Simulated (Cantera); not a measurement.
Cantera run:

```python
import numpy as np
import cantera as ct

gas_names = """
    B BF BF2 BF3 BN B2 F F2 N NF NF2 NF3 N2
""".split()
cond_names = """
    B(b) B(L) BN(s)
""".split()


# ... load() reads the species with a 1 bar reference pressure and builds the phases ...
atoms = {
    'BN': {'B': 1, 'N': 1},
    'NF3': {'N': 1, 'F': 3},
    'N2': {'N': 2},
}
top_T = {'BN(s)': 3200}  # K; cautious upper limits of use, not melting points


# ... equilibrate(T, P, feed) seeds the gas with the atoms and calls Mixture.equilibrate('TP', solver="vcs", rtol=1e-11, max_steps=5000) ...
results = []
P = 1100  # Pa
for T in [1323, 1398, 1473, 1548, 1623, 1698, 1773, 1848, 1923, 1998]:
    for m in [0.73, 0.9, 1.1, 1.3, 1.6, 2, 2.5, 3]:
        feed = {'BN': 1, 'NF3': m, 'N2': 1.2}  # mol
        mix = equilibrate(T, P, feed)
        results.append((T, P, feed, dict(zip(mix.species_names, mix.species_moles))))

for T, P, feed, n in results:
    print(f"{T:7g} {feed['NF3']:10.4g}  " + (" + ".join(c for c in cond_names if n.get(c, 0) > 1e-12) or "gas only"))
```

Result:

```
   1323       0.73  BN(s)
   1323        0.9  BN(s)
   1323        1.1  gas only
   1323        1.3  gas only
   1323        1.6  gas only
   1323          2  gas only
   1323        2.5  gas only
   1323          3  gas only
   1398       0.73  BN(s)
   1398        0.9  BN(s)
   1398        1.1  gas only
   1398        1.3  gas only
   1398        1.6  gas only
   1398          2  gas only
   1398        2.5  gas only
   1398          3  gas only
   1473       0.73  BN(s)
   1473        0.9  BN(s)
   1473        1.1  gas only
   1473        1.3  gas only
   1473        1.6  gas only
   1473          2  gas only
   1473        2.5  gas only
   1473          3  gas only
   1548       0.73  BN(s)
   1548        0.9  BN(s)
   1548        1.1  gas only
   1548        1.3  gas only
   1548        1.6  gas only
   1548          2  gas only
   1548        2.5  gas only
   1548          3  gas only
   1623       0.73  BN(s)
   1623        0.9  BN(s)
   1623        1.1  gas only
   1623        1.3  gas only
   1623        1.6  gas only
   1623          2  gas only
   1623        2.5  gas only
   1623          3  gas only
   1698       0.73  BN(s)
   1698        0.9  BN(s)
   1698        1.1  gas only
   1698        1.3  gas only
   1698        1.6  gas only
   1698          2  gas only
   1698        2.5  gas only
   1698          3  gas only
   1773       0.73  BN(s)
   1773        0.9  BN(s)
   1773        1.1  gas only
   1773        1.3  gas only
   1773        1.6  gas only
   1773          2  gas only
   1773        2.5  gas only
   1773          3  gas only
   1848       0.73  BN(s)
   1848        0.9  gas only
   1848        1.1  gas only
   1848        1.3  gas only
   1848        1.6  gas only
   1848          2  gas only
   1848        2.5  gas only
   1848          3  gas only
   1923       0.73  BN(s)
   1923        0.9  gas only
   1923        1.1  gas only
   1923        1.3  gas only
   1923        1.6  gas only
   1923          2  gas only
   1923        2.5  gas only
   1923          3  gas only
   1998       0.73  gas only
   1998        0.9  gas only
   1998        1.1  gas only
   1998        1.3  gas only
   1998        1.6  gas only
   1998          2  gas only
   1998        2.5  gas only
   1998          3  gas only
```

Method: chemical equilibrium by Gibbs-energy minimisation in Cantera with the NASA 1993 tables (ideal gas, pure condensed phases). The tables' values for BF2 are old estimates.
